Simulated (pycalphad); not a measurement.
An equivalent pycalphad script:

```python
from pycalphad import Database, equilibrium, calculate, variables as v
import numpy as np
db = Database('COST507.tdb')
comps = ['SN', 'SI', 'VA']
phases = ['BCT_A5', 'DIAMOND_A4', 'LIQUID']
eq = equilibrium(db, comps, phases, {v.X('SI'): 0.1434, v.T: np.arange(1400, 499, -20), v.P: 101325, v.N: 1}, output=['HM', 'SM'])
```

CALPHAD calculation (pycalphad, COST 507 light-alloy database (1999)), 1 atm. The database dates from 1999; later assessments differ in places, in temperatures and in the compounds included. Amounts are mole fractions of atoms.

Results at three of the temperatures:

```
T = 1380.00 K, P = 101325 Pa, N = 1 mol of atoms
G = -103996 J/mol, H = 40886 J/mol, S = 104.99 J/(mol K)  (SER reference)
chemical potentials (J/mol): Sn -113019, Si -50096
phase             fraction      x(Sn)      x(Si)
LIQUID              0.9160     0.9352     0.0648
DIAMOND_A4          0.0840   3.32e-07     1.0000
```

```
T = 840.00 K, P = 101325 Pa, N = 1 mol of atoms
G = -52197 J/mol, H = 21243 J/mol, S = 87.43 J/(mol K)  (SER reference)
chemical potentials (J/mol): Sn -57058, Si -23163
phase             fraction      x(Sn)      x(Si)
LIQUID              0.8571     0.9994    0.00058
DIAMOND_A4          0.1429   4.32e-07     1.0000
```

```
T = 740.00 K, P = 101325 Pa, N = 1 mol of atoms
G = -43630 J/mol, H = 18413 J/mol, S = 83.84 J/(mol K)  (SER reference)
chemical potentials (J/mol): Sn -47747, Si -19040
phase             fraction      x(Sn)      x(Si)
LIQUID              0.8567     0.9999   0.000129
DIAMOND_A4          0.1433   3.99e-07     1.0000
```

Changes of the phase set, refined by bisection:

| T (K) | phases above | phases below |
|---|---|---|
| 505.0 | DIAMOND_A4 + LIQUID | BCT_A5 + DIAMOND_A4 |

DIAMOND_A4 is diamond (Si); BCT_A5 is bct (Sn).
